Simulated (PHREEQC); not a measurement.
Consider water at 20 °C with 0.27 mol Li2SO4 per kg of water. Closed to the air; pH follows from the charge balance.

Model: ion-association model, phreeqc.dat, run in PHREEQC.

No solid was allowed to form.

**Question.** What ionic strength, activity of water does the model give?

**Answer.** ionic strength 0.658 mol/kgw; activity of water 0.988.

**Question.** In which forms is S present?

**Answer.** SO4-2 72 %, LiSO4- 28 % of the S.

Species that the database lacks are ignored.
